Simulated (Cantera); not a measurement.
Charge: 1 mol Al(CH₃)₃, 2.7 mol N₂O, 21 mol N₂, equilibrated at 10.0 Torr.

These are equilibrium values from Cantera (NASA tables, ideal gas, pure condensed phases), not measurements of a reactor. Candidate condensed phases: Al, AlN, Al₂O₃, C, C₆H₆, C₇H₈, C₈H₁₈, H₂O; 148 gas species. The feed counts by its element totals alone. Kinetics and transport are ignored. All values below are at 1323 K.

Base state: N₂ 0.806, H₂ 0.153, CO 0.0408, HCN 9.00e-5 (mole fractions); condensed: Al₂O₃(s) + C(graphite).

Question: What changes in the equilibrium state with this change: N₂O from 2.7 to 2.3 mol?

Answer: 
```
species            before    after
----------------  -------  -------
N₂                  0.806    0.815
H₂                  0.153    0.157
CO                 0.0408   0.0280
HCN               9.00e-5  9.17e-5
Al₂O₃(s), mol       0.500    0.500
C(graphite), mol     1.80     2.20
```
